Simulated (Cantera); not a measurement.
Input (Python, Cantera):

```python
import numpy as np
import cantera as ct

gas = ct.Solution("gri30.yaml")
gas.TPX = 1125, 100000, {'N2O': 1}
reactor = ct.IdealGasConstPressureReactor(gas, energy="off", clone=False)
net = ct.ReactorNet([reactor])
net.rtol, net.atol = 1e-08, 1e-18
show = ['N2O', 'O2', 'O', 'NO', 'N2']
times = np.geomspace(4e-06, 9, 14)

steps = ct.SolutionArray(gas, extra=["t"])
rows = []
print(f"{'t/s':>10s}{'T/K':>9s}{'P/Pa':>11s}" + "".join(f"{s:>11s}" for s in show))
for t in times:
    while net.time < t:
        t_next = net.step()
        steps.append(gas.state, t=t_next)
    rows.append([np.interp(t, steps.t, y) for y in (steps.T, steps.P, *steps(*show).X.T)])
    print(f"{t:10.3e}{rows[-1][0]:9.1f}{rows[-1][1]:11.4g}" + "".join(f"{x:11.3e}" for x in rows[-1][2:]))
rate = np.gradient(steps.T, steps.t)
print("integrator steps:", len(steps.t))
if steps.T.max() > steps.T[0] + 200:
    print(f"time of steepest temperature rise: {steps.t[rate.argmax()]:.4e} s")
gas.TPX = 1125, 100000, {'N2O': 1}
gas.equilibrate("TP")
print(f"equilibrium (TP): T = {gas.T:.1f} K  " + "  ".join(f"{s} {gas[s].X[0]:.3e}" for s in show))
```

Result:

```
       t/s      T/K       P/Pa        N2O         O2          O         NO         N2
 4.000e-06   1125.0      1e+05  1.000e+00  5.123e-08  1.985e-07  8.504e-09  3.052e-07
 1.232e-05   1125.0      1e+05  1.000e+00  3.603e-07  3.921e-07  5.980e-08  1.143e-06
 3.796e-05   1125.0      1e+05  1.000e+00  1.773e-06  4.893e-07  2.944e-07  4.183e-06
 1.169e-04   1125.0      1e+05  1.000e+00  6.399e-06  4.930e-07  1.062e-06  1.382e-05
 3.602e-04   1125.0      1e+05  9.999e-01  2.066e-05  4.930e-07  3.429e-06  4.353e-05
 1.110e-03   1125.0      1e+05  9.998e-01  6.458e-05  4.930e-07  1.072e-05  1.350e-04
 3.419e-03   1125.0      1e+05  9.993e-01  1.998e-04  4.930e-07  3.316e-05  4.168e-04
 1.053e-02   1125.0      1e+05  9.980e-01  6.159e-04  4.928e-07  1.021e-04  1.284e-03
 3.244e-02   1125.0      1e+05  9.939e-01  1.892e-03  4.921e-07  3.128e-04  3.943e-03
 9.994e-02   1125.0      1e+05  9.812e-01  5.772e-03  4.895e-07  9.495e-04  1.203e-02
 3.079e-01   1125.0      1e+05  9.439e-01  1.726e-02  4.806e-07  2.817e-03  3.597e-02
 9.484e-01   1125.0      1e+05  8.418e-01  4.873e-02  4.544e-07  7.828e-03  1.015e-01
 2.922e+00   1125.0      1e+05  6.143e-01  1.192e-01  3.859e-07  1.835e-02  2.479e-01
 9.000e+00   1125.0      1e+05  2.868e-01  2.220e-01  2.461e-07  3.087e-02  4.600e-01
integrator steps: 759
equilibrium (TP): T = 1125.0 K  N2O 8.385e-09  O2 3.333e-01  O 2.682e-09  NO 1.237e-04  N2 6.666e-01
```

Computed with Cantera and GRI-Mech 3.0 (53 species, 325 reactions). GRI-Mech 3.0 was tuned for natural gas; its chemistry of N2O as a main component is partial and can be far from experiment. The mechanism lacks the step 2 NO + O2 → 2 NO2, which can matter for NO2 below about 1400 K. The temperature is held fixed by assumption; the heat of reaction is taken as removed at once.
